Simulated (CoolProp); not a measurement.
Properties of cis-2-butene along the isobar 0.101 MPa.

Model: reference Helmholtz-energy equation of state, Lemmon 2005, in CoolProp. It is a short technical equation, of lower accuracy than the large ones.

```json
[
 {"T (K)": "285.1", "phase": "gas", "density (kg/m³)": "2.481", "speed of sound (m/s)": "211.4", "Joule-Thomson coefficient (K/MPa)": "40.04", "fugacity coefficient": "0.9650"},
 {"T (K)": "315.1", "phase": "gas", "density (kg/m³)": "2.219", "speed of sound (m/s)": "223.1", "Joule-Thomson coefficient (K/MPa)": "27.03", "fugacity coefficient": "0.9756"},
 {"T (K)": "345.1", "phase": "gas", "density (kg/m³)": "2.012", "speed of sound (m/s)": "233.8", "Joule-Thomson coefficient (K/MPa)": "19.30", "fugacity coefficient": "0.9821"},
 {"T (K)": "375.1", "phase": "gas", "density (kg/m³)": "1.842", "speed of sound (m/s)": "243.8", "Joule-Thomson coefficient (K/MPa)": "14.42", "fugacity coefficient": "0.9865"},
 {"T (K)": "405.1", "phase": "gas", "density (kg/m³)": "1.700", "speed of sound (m/s)": "253.2", "Joule-Thomson coefficient (K/MPa)": "11.16", "fugacity coefficient": "0.9895"},
 {"T (K)": "435.1", "phase": "gas", "density (kg/m³)": "1.580", "speed of sound (m/s)": "262.2", "Joule-Thomson coefficient (K/MPa)": "8.904", "fugacity coefficient": "0.9917"},
 {"T (K)": "465", "phase": "gas", "density (kg/m³)": "1.476", "speed of sound (m/s)": "270.8", "Joule-Thomson coefficient (K/MPa)": "7.280", "fugacity coefficient": "0.9933"},
 {"T (K)": "495", "phase": "gas", "density (kg/m³)": "1.384", "speed of sound (m/s)": "279.2", "Joule-Thomson coefficient (K/MPa)": "6.068", "fugacity coefficient": "0.9946"},
 {"T (K)": "525", "phase": "gas", "density (kg/m³)": "1.304", "speed of sound (m/s)": "287.3", "Joule-Thomson coefficient (K/MPa)": "5.141", "fugacity coefficient": "0.9955"}
]
```
